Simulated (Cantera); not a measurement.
Feed: 1 mol SiCl4, 6 mol H2, equilibrated at 552 °C and 10000 Pa.

Cantera equilibrium calculation (NASA polynomials, part measured and part estimated; ideal gas, pure solids and liquids). Candidate condensed phases: Si; 19 gas species. The tables' values for SiCl3 are old estimates; treat these amounts as uncertain. Kinetics and transport are ignored.

Base state: H2 0.845, SiCl4 0.131, HCl 0.0118, SiHCl3 0.0116, SiH2Cl2 8.66e-5, SiCl3 4.51e-5 (mole fractions); condensed: gas only.

Q: What changes in the equilibrium state with this change: temperature from 552 °C to 950 °C?

A: 
| species | before | after |
|---|---|---|
| H2 | 0.845 | 0.778 |
| HCl | 0.0118 | 0.0833 |
| SiCl4 | 0.131 | 0.0786 |
| SiCl2 | 1.37e-6 | 0.0217 |
| SiCl3 | 4.51e-5 | 0.0146 |
| SiHCl3 | 0.0116 | 0.0227 |
| SiH2Cl2 | 8.66e-5 | 0.000872 |
| Si(s), mol | 0 | 0.00150 |

Q: What changes in the equilibrium state with this change: 0.043 mol HCl added?

A: 
```
species   before    after
-------  -------  -------
H2         0.845    0.843
SiCl4      0.131    0.133
HCl       0.0118   0.0153
SiHCl3    0.0116  0.00905
SiH2Cl2  8.66e-5  5.20e-5
SiCl3    4.51e-5  3.52e-5
```
